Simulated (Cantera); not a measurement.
An isothermal, constant-pressure homogeneous reactor starts with 4.00 % CH₄, 96.0 % H₂, at 1848 K and 100.0 Torr.

Detailed kinetics in Cantera: GRI-Mech 3.0 (53 species, 325 reactions). GRI-Mech 3.0 stops at C3 and has no aromatics, soot or wall deposition, so with more carbon than oxygen in the feed, carbon stays in small species such as C2H2 where larger ones or solid carbon would form.

x: mole fraction; the columns are a selection and need not sum to one.

| t (s) | x CH₄ | x H₂ | x H | x C₂H₄ | x CH₂ | x C₂H₆ | x CH₃ |
|---|---|---|---|---|---|---|---|
| 5.00e-6 | 0.0400 | 0.960 | 4.29e-6 | 6.57e-12 | 9.22e-12 | 7.85e-12 | … |
| 1.39e-5 | 0.0400 | 0.960 | 1.21e-5 | 2.07e-10 | 1.02e-10 | 1.71e-10 | … |
| 3.87e-5 | 0.0400 | 0.960 | 3.40e-5 | 5.28e-9 | 1.00e-9 | 3.35e-9 | … |
| 0.000108 | 0.0399 | 0.960 | 9.48e-5 | 1.20e-7 | 8.50e-9 | 5.27e-8 | … |
| 0.000300 | 0.0398 | 0.960 | 0.000261 | 2.52e-6 | 6.50e-8 | 5.54e-7 | … |
| 0.000834 | 0.0393 | 0.959 | 0.000673 | 3.74e-5 | 4.07e-7 | 3.28e-6 | … |
| 0.00232 | 0.0377 | 0.960 | 0.00119 | 0.000136 | 1.15e-6 | 7.45e-6 | 0.000937 |
| 0.00646 | 0.0332 | 0.962 | 0.00129 | 0.000125 | 1.19e-6 | 6.46e-6 | 0.000891 |
| 0.0180 | 0.0248 | 0.966 | 0.00132 | 8.26e-5 | 9.56e-7 | 3.70e-6 | … |
| 0.0500 | 0.0142 | 0.972 | 0.00137 | 4.95e-5 | 6.12e-7 | 1.28e-6 | … |
| 0.139 | 0.00637 | 0.976 | 0.00141 | 3.98e-5 | 3.01e-7 | 2.66e-7 | … |
| 0.387 | 0.00251 | 0.978 | 0.00144 | 4.00e-5 | 1.25e-7 | 4.37e-8 | … |
| 1.08 | 0.00108 | 0.979 | 0.00144 | 4.10e-5 | 5.47e-8 | 9.68e-9 | … |
| 3.00 | 0.000738 | 0.979 | 0.00145 | 4.13e-5 | 3.78e-8 | 5.61e-9 | … |

**Question.** Some entries are withheld; supply them.

**Answer.** 
- 5.00e-6, x CH₃: 3.82e-6
- 1.39e-5, x CH₃: 1.04e-5
- 3.87e-5, x CH₃: 2.87e-5
- 0.000108, x CH₃: 7.93e-5
- 0.000300, x CH₃: 0.000217
- 0.000834, x CH₃: 0.000552
- 0.0180, x CH₃: 0.000679
- 0.0500, x CH₃: 0.000402
- 0.139, x CH₃: 0.000185
- 0.387, x CH₃: 7.39e-5
- 1.08, x CH₃: 3.19e-5
- 3.00, x CH₃: 2.19e-5
